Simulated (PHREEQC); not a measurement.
0.012 g of hydrous ferric oxide (600 m²/g; 0.2 weak and 0.005 strong sites per Fe, Dzombak-Morel constants, diffuse double layer) in 1 kg of water with 0.1 mol/kgw of an inert sodium salt and 7.3e-05 mol/kgw ZnCl2 and 5.2e-07 mol/kgw NaF, at 25 °C; the pH is set by adding NaOH or the inert anion's acid. O2 is buffered at 0.21 atm. No CO2 enters from the air. No solid was allowed to form.

Computed with PHREEQC (ion-association model, wateq4f.dat).

| pH | Zn sorbed (%) | F sorbed (%) | surface charge σ (C/m²) | surface potential ψ (mV) |
|---|---|---|---|---|
| 3 | 0.0 | 8.6 | 0.363 | 153 |
| 3.5 | 0.0 | 12.2 | 0.349 | 151 |
| 4 | 0.0 | 12.9 | 0.320 | 146 |
| 4.5 | 0.0 | 10.9 | 0.272 | 138 |
| 5 | 0.1 | 7.7 | 0.215 | 126 |
| 5.5 | 0.4 | 4.7 | 0.160 | 111 |
| 6 | 0.9 | 2.6 | 0.114 | 94 |
| 6.5 | 2.1 | 1.3 | 0.079 | 77 |
| 7 | 6.2 | 0.7 | 0.061 | 65 |
| 7.5 | 12.5 | 0.4 | 0.058 | 63 |
| 8 | 17.4 | 0.2 | 0.058 | 63 |
| 8.5 | 19.6 | 0.1 | 0.052 | 58 |
| 9 | 19.4 | 0.0 | 0.034 | 42 |
| 9.5 | 18.4 | 0.0 | 0.013 | 17 |
| 10 | 17.4 | 0.0 | -0.007 | -10 |
| 10.5 | 16.2 | 0.0 | -0.031 | -39 |
| 11 | 14.3 | 0.0 | -0.066 | -68 |

Along this series the solution becomes supersaturated in solids that the run did not let form, among them Zn(OH)2-a. The oxide is taken as insoluble; below pH 4 it would dissolve.
